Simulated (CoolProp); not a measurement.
Properties of R245fa along the isobar 1.01 bar (Tc = 153.9 °C, pc = 36.51 bar, ω = 0.378).

Model: reference Helmholtz-energy equation of state, Akasaka 2015, in CoolProp.

```
T (°C)  phase  density (kg/m³)  speed of sound (m/s)  expansivity (1/kK)
------  -----  ---------------  --------------------  ------------------
68.65     gas            4.868                 148.0               3.173
76.85     gas            4.745                 149.9               3.075
85.05     gas            4.629                   [?]               2.985
93.25     gas            4.518                 153.6               2.902
101.35    gas            4.415                   [?]               2.825
109.55    gas            4.315                   [?]               2.752
117.75    gas            4.220                   [?]               2.683
125.95    gas            4.129                 160.6               2.618
134.15    gas            4.042                 162.3               2.557
142.35    gas            3.959                 164.0               2.499
150.45    gas            3.881                   [?]               2.445
158.65    gas            3.805                   [?]               2.393
166.85    gas            3.732                 168.9               2.344
```

Question: Complete the blanks.

Answer: 
- 85.05, speed of sound (m/s): 151.8
- 101.35, speed of sound (m/s): 155.4
- 109.55, speed of sound (m/s): 157.2
- 117.75, speed of sound (m/s): 158.9
- 150.45, speed of sound (m/s): 165.6
- 158.65, speed of sound (m/s): 167.2
